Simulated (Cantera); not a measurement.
An isothermal, constant-pressure homogeneous reactor starts with NH3 : H2 = 1 : 0.82 (molar parts), at 2025 K and 60.0 Torr.

Detailed kinetics in Cantera: the gas-phase N/H chemistry of the illustrative SiF4/NH3 mechanism in the Surface Chemkin manual (1991). Walls and surfaces, which speed up NH3 decomposition in real reactors, are not modelled.

x: mole fraction; the columns are a selection and need not sum to one.

| t (s) | x NH3 | x H2 | x H | x NH | x NH2 | x N2H4 |
|---|---|---|---|---|---|---|
| 9.00e-6 | 0.549 | 0.451 | 2.67e-6 | 6.46e-10 | 8.36e-6 | 1.73e-12 |
| 2.63e-5 | 0.549 | 0.451 | 7.30e-6 | 8.95e-9 | 2.49e-5 | 1.76e-11 |
| 7.69e-5 | 0.549 | 0.451 | 2.08e-5 | 9.48e-8 | 7.33e-5 | 1.59e-10 |
| 0.000225 | 0.549 | 0.451 | 5.99e-5 | 8.50e-7 | 0.000213 | … |
| 0.000658 | 0.549 | 0.451 | 0.000164 | 6.27e-6 | 0.000583 | … |
| 0.00192 | 0.546 | 0.452 | 0.000279 | 1.73e-5 | 0.000984 | 2.93e-8 |
| 0.00562 | 0.538 | 0.458 | 0.000290 | 1.80e-5 | 0.000999 | 3.02e-8 |
| 0.0164 | 0.515 | 0.473 | 0.000305 | 1.79e-5 | 0.000970 | 2.85e-8 |
| 0.0480 | 0.455 | 0.514 | 0.000345 | 1.74e-5 | 0.000893 | … |
| 0.140 | 0.325 | 0.602 | 0.000451 | 1.60e-5 | 0.000713 | … |
| 0.411 | 0.139 | 0.728 | 0.000722 | 1.25e-5 | 0.000404 | … |
| 1.20 | 0.0164 | 0.810 | 0.00167 | 6.52e-6 | 9.91e-5 | 2.97e-10 |
| 3.51 | 6.16e-5 | 0.817 | 0.00617 | 3.32e-7 | 1.37e-6 | <1e-12 |
| 10.3 | 9.84e-6 | 0.817 | 0.00619 | 5.34e-8 | 2.19e-7 | <1e-12 |
| 30.0 | 2.87e-6 | 0.817 | 0.00619 | 1.56e-8 | 6.38e-8 | <1e-12 |

Q: Complete the blanks.

A: 
- 0.000225, x N2H4: 1.37e-9
- 0.000658, x N2H4: 1.03e-8
- 0.0480, x N2H4: 2.41e-8
- 0.140, x N2H4: 1.54e-8
- 0.411, x N2H4: 4.95e-9
